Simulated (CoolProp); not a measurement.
Model: reference Helmholtz-energy equation of state, Zhou 2012, in CoolProp.

Q: Give the vapour pressure (MPa), liquid density (kg/m³), vapour density (kg/m³) of saturated p-xylene at 457.6 K.

A: 
| T (K) | p (MPa) | liquid density (kg/m³) | vapour density (kg/m³) |
|---|---|---|---|
| 457.6 | 0.302 | 705 | 9.34 |
